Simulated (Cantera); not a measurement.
Input: 1 mol acetone, 0.011 mol O2, 1.1 mol H2, at 1148 K and 2400000 Pa.

Equilibrium computed with Cantera from the NASA thermochemical tables; the gas is ideal and each condensed phase is pure. Candidate condensed phases: C, C6H6, C7H8, C8H18, H2O; 110 gas species. The feed counts by its element totals alone. The numbers say what is thermodynamically allowed, not how fast it happens.

Question: What is the equilibrium state?

Answer: 
```
Property           Result
--------------  ---------
x(H2)               0.572
x(CH4)              0.187
x(CO)               0.134
x(H2O)             0.0886
x(CO2)             0.0176
x(C2H6)           3.37e-5
x(C2H4)           8.33e-6
n(C(graphite))   1.66 mol
gas amount      3.960 mol
```
